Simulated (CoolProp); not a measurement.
Vapour pressure (bar) of carbon dioxide: the reference equation beside estimates from Tc = 304.1 K, pc = 73.77 bar, ω = 0.224. Clausius-Clapeyron is anchored at 235.4 K with a constant enthalpy of vaporisation of 14.01 kJ/mol.

Model: reference Helmholtz-energy equation of state, Span 1996, in CoolProp.

```
T (K)  reference  Clausius-Clapeyron  Redlich-Kwong  Soave-Redlich-Kwong  Peng-Robinson
-----  ---------  ------------------  -------------  -------------------  -------------
231.2      9.343               9.574          12.48                9.360          9.265
235.4      10.90               10.90          14.28                10.93          10.81
239.7      12.69               12.40          16.30                12.73          12.58
243.9      14.64               13.99          18.46                14.70          14.51
248.2      16.85               15.77          20.87                16.93          16.72
252.4      19.24               17.66          23.42                19.35          19.10
256.6      21.87               19.70          26.18                22.01          21.73
260.9      24.83               21.95          29.22                25.00          24.69
265.1      27.99               24.31          32.42                28.20          27.86
269.4      31.52               26.91          35.92                31.78          31.41
273.6      35.27               29.62          39.58                35.58          35.20
277.9      39.44               32.58          43.57                39.80          39.41
```

Absolute difference from the reference over all 12 rows, mean and median: Clausius-Clapeyron 8.9 and 9.1 %, Redlich-Kwong 21.2 and 20.7 %, Soave-Redlich-Kwong 0.6 and 0.6 %, Peng-Robinson 0.6 and 0.7 %.
